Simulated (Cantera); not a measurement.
Cantera run, input and output.

```python
import numpy as np
import cantera as ct

gas = ct.Solution("gri30.yaml")
gas.TPX = 1623, 1000000, {'C3H8': 1, 'O2': 3.85, 'N2': 14.5, 'H2O': 0.39}
reactor = ct.IdealGasReactor(gas, energy="on", clone=False)
net = ct.ReactorNet([reactor])
net.rtol, net.atol = 1e-08, 1e-16
show = ['C3H8', 'O2', 'H2O', 'CO', 'NO', 'NO2', 'CH4']
times = np.geomspace(4e-06, 0.2, 14)

steps = ct.SolutionArray(gas, extra=["t"])
rows = []
print(f"{'t/s':>10s}{'T/K':>9s}{'P/Pa':>11s}" + "".join(f"{s:>11s}" for s in show))
for t in times:
    while net.time < t:
        t_next = net.step()
        steps.append(gas.state, t=t_next)
    rows.append([np.interp(t, steps.t, y) for y in (steps.T, steps.P, *steps(*show).X.T)])
    print(f"{t:10.3e}{rows[-1][0]:9.1f}{rows[-1][1]:11.4g}" + "".join(f"{x:11.3e}" for x in rows[-1][2:]))
rate = np.gradient(steps.T, steps.t)
print("integrator steps:", len(steps.t))
if steps.T.max() > steps.T[0] + 200:
    print(f"time of steepest temperature rise: {steps.t[rate.argmax()]:.4e} s")
gas.TPX = 1623, 1000000, {'C3H8': 1, 'O2': 3.85, 'N2': 14.5, 'H2O': 0.39}
gas.equilibrate("UV")
print(f"equilibrium (UV): T = {gas.T:.1f} K  " + "  ".join(f"{s} {gas[s].X[0]:.3e}" for s in show))
```

Output:

```
       t/s      T/K       P/Pa       C3H8         O2        H2O         CO         NO        NO2        CH4
 4.000e-06   1648.1  1.044e+06  2.680e-02  1.784e-01  3.035e-02  3.892e-03  4.067e-10  1.919e-11  3.115e-03
 9.194e-06   3234.0  2.272e+06  7.386e-34  6.403e-03  1.431e-01  8.835e-02  1.548e-03  6.379e-07  4.490e-12
 2.113e-05   3224.1  2.265e+06  1.019e-33  5.555e-03  1.431e-01  8.899e-02  5.580e-03  2.155e-06  5.107e-12
 4.858e-05   3215.0  2.259e+06  1.203e-33  5.084e-03  1.428e-01  8.948e-02  8.185e-03  3.037e-06  5.471e-12
 1.117e-04   3213.8  2.258e+06  1.228e-33  5.027e-03  1.428e-01  8.954e-02  8.509e-03  3.142e-06  5.519e-12
 2.567e-04   3213.8  2.258e+06  1.228e-33  5.027e-03  1.428e-01  8.954e-02  8.511e-03  3.142e-06  5.519e-12
 5.900e-04   3213.8  2.258e+06  1.228e-33  5.027e-03  1.428e-01  8.954e-02  8.511e-03  3.142e-06  5.519e-12
 1.356e-03   3213.8  2.258e+06  1.228e-33  5.027e-03  1.428e-01  8.954e-02  8.511e-03  3.142e-06  5.519e-12
 3.117e-03   3213.8  2.258e+06  1.228e-33  5.027e-03  1.428e-01  8.954e-02  8.511e-03  3.142e-06  5.519e-12
 7.165e-03   3213.8  2.258e+06  1.228e-33  5.027e-03  1.428e-01  8.954e-02  8.511e-03  3.142e-06  5.519e-12
 1.647e-02   3213.8  2.258e+06  1.228e-33  5.027e-03  1.428e-01  8.954e-02  8.511e-03  3.142e-06  5.519e-12
 3.785e-02   3213.8  2.258e+06  1.228e-33  5.027e-03  1.428e-01  8.954e-02  8.511e-03  3.142e-06  5.519e-12
 8.701e-02   3213.8  2.258e+06  1.228e-33  5.027e-03  1.428e-01  8.954e-02  8.511e-03  3.142e-06  5.519e-12
 2.000e-01   3213.8  2.258e+06  1.228e-33  5.027e-03  1.428e-01  8.954e-02  8.511e-03  3.142e-06  5.519e-12
integrator steps: 1663
time of steepest temperature rise: 6.1747e-06 s
equilibrium (UV): T = 3213.8 K  C3H8 1.923e-33  O2 5.027e-03  H2O 1.428e-01  CO 8.954e-02  NO 8.511e-03  NO2 3.142e-06  CH4 6.619e-12
```

Computed with Cantera and GRI-Mech 3.0 (53 species, 325 reactions). GRI-Mech 3.0 was tuned for natural gas; its chemistry of propane as a main component is partial and can be far from experiment. Above 3000 K some thermodynamic fits are extrapolated.
